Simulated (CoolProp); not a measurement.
Computed with CoolProp (reference Helmholtz-energy equation of state, Kamei 1995).

### Question
Give the vapour pressure (bar), liquid density (kg/m³), liquid cp (kJ/(kg K)), surface tension (mN/m) of saturated R22 at 225.5 K.

### Answer
```tsv
T (K)	p (bar)	liquid density (kg/m³)	liquid cp (kJ/(kg K))	surface tension (mN/m)
225.5	0.727	1430	1.08	19.4
```

Surface tension comes from a separate correlation (Mulero 2012).
